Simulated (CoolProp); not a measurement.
Values from CoolProp's reference Helmholtz-energy equation of state, Lemmon 2006. It is a short technical equation, of lower accuracy than the large ones.

Question: Give the vapour pressure (kPa), liquid density (kg/m³), vapour density (kg/m³), liquid cp (kJ/(kg K)) of saturated carbonyl sulfide at -37.15, -13.15, -5.05 °C.

Answer: 
```json
[
 {"T (°C)": "-37.15", "p (kPa)": "178", "liquid density (kg/m³)": "1150", "vapour density (kg/m³)": "5.70", "liquid cp (kJ/(kg K))": "1.20"},
 {"T (°C)": "-13.15", "p (kPa)": "431", "liquid density (kg/m³)": "1090", "vapour density (kg/m³)": "13.0", "liquid cp (kJ/(kg K))": "1.24"},
 {"T (°C)": "-5.05", "p (kPa)": "558", "liquid density (kg/m³)": "1070", "vapour density (kg/m³)": "16.6", "liquid cp (kJ/(kg K))": "1.26"}
]
```
